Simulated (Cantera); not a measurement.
Cantera with NASA thermochemical tables; ideal gases at 1 bar, condensed phases pure. Values are per mole of reaction as written; species without (g) are pure solids or liquids, kept so even where they would boil at 1 bar.

5 O(g) + 3 Ti ⇌ Ti3O5, with ΔH° = -3705.1 kJ and ΔS° = -768.3 J/K at 300 K.

Question: How far is the shortcut ΔG° ≈ ΔH°(300 K) − T·ΔS°(300 K) from the full temperature-dependent value at 1898, 1923, 1948, 1973, 1998 K?

Answer: 
| T (K) | shortcut (kJ) | full (kJ) | difference (kJ) | difference in log10 K | condensed phases |
|---|---|---|---|---|---|
| 1898 | -2246.9 | -2280.4 | 33.5 | -0.92 | Ti(β), Ti3O5(s) |
| 1923 | -2227.7 | -2261.9 | 34.2 | -0.93 | Ti(β), Ti3O5(s) |
| 1948 | -2208.5 | -2243.4 | 34.9 | -0.94 | Ti(l), Ti3O5(s) |
| 1973 | -2189.3 | -2224.4 | 35.1 | -0.93 | Ti(l), Ti3O5(s) |
| 1998 | -2170.1 | -2205.4 | 35.3 | -0.92 | Ti(l), Ti3O5(s) |
The shortcut ignores heat capacities and the phase changes listed.
